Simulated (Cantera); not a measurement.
Charge: 1 mol N₂O, 0.084 mol H₂, held at 2252 °C and 13300 Pa.

Cantera equilibrium calculation (NASA polynomials, part measured and part estimated; ideal gas, pure solids and liquids). Candidate condensed phases: H₂O; 24 gas species. Kinetics and transport are ignored.

Q: What is the equilibrium state?

A: 
| Quantity | Value |
|---|---|
| x(N₂) | 0.624 |
| x(O₂) | 0.265 |
| x(H₂O) | 0.0416 |
| x(NO) | 0.0240 |
| x(O) | 0.0231 |
| x(OH) | 0.0177 |
| x(H) | 0.00296 |
| x(H₂) | 0.00149 |
| x(NO₂) | 8.57e-6 |
| gas amount | 1.572 mol |
